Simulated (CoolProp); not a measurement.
Vapour-liquid equilibrium of propane (1) + isohexane (2) at 8.07 kPa; x and y are mole fractions of (1).

Values from CoolProp's multi-fluid Helmholtz-energy mixture model, Lemmon 2009 and Lemmon 2006; pair parameters Bell 2016.

```csv
x,"bubble temperature, mixture model (K)","bubble temperature, Raoult's law (K)","y, mixture model","y, Raoult's law"
0.05,236.7,238.6,0.883,0.866
0.125,218.3,220.7,0.974,0.969
0.2,209.6,211.8,0.989,0.987
0.275,204.3,206.2,0.994,0.993
0.35,200.5,202.1,0.996,0.996
0.425,197.7,199.0,0.998,0.997
0.5,195.4,196.4,0.998,0.998
0.575,193.5,194.2,0.999,0.999
0.65,191.9,192.4,0.999,0.999
0.725,190.5,190.8,0.999,1.000
0.8,189.2,189.4,1.000,1.000
0.875,188.0,188.1,1.000,1.000
0.95,186.9,186.9,1.000,1.000
```

The largest gap from Raoult's law is -2.4 K in bubble temperature, at x = 0.125. No azeotrope shows between x = 0.05 and 0.95.

The pair parameters rest on a limited set of measurements; away from them the model extrapolates.
